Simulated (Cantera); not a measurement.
Input: 1 mol TEOS, 0.084 mol O3, at 0.133 bar.

Method: chemical equilibrium by Gibbs-energy minimisation in Cantera with the NASA 1993 tables (ideal gas, pure condensed phases). Candidate condensed phases: C, C6H6, C7H8, C8H18, H2O, Si, SiC, SiO2; 123 gas species. The feed counts by its element totals alone. The tables hold silica as quartz up to 1696 K and as liquid above; real silica turns to tridymite and cristobalite and melts near 1996 K. The numbers say what is thermodynamically allowed, not how fast it happens. All values below are at 925 °C.

Base state: H2 0.814, CO 0.183, CH4 0.00142, H2O 0.000529, CO2 8.73e-5 (mole fractions); condensed: C(graphite) + SiO2(β-quartz).

**Question.** What changes in the equilibrium state with this change: O3 from 0.084 to 9.1 mol?

**Answer.** 
```tsv
species	before	after
H2O	0.000529	0.509
CO2	8.73e-5	0.407
O2	<1e-9	0.0840
H2	0.814	5.86e-8
CO	0.183	6.40e-8
CH4	0.00142	<1e-9
C(graphite), mol	5.74	0
SiO2(β-quartz), mol	1.00	1.00
```

**Question.** What changes in the equilibrium state with this change: pressure from 0.133 bar to 1.90 mbar?

**Answer.** 
| species | before | after |
|---|---|---|
| H2 | 0.814 | 0.816 |
| CO | 0.183 | 0.184 |
| CH4 | 0.00142 | 2.03e-5 |
| H2O | 0.000529 | 7.57e-6 |
| CO2 | 8.73e-5 | 1.25e-6 |
| C(graphite), mol | 5.74 | 5.75 |
| SiO2(β-quartz), mol | 1.00 | 1.000 |
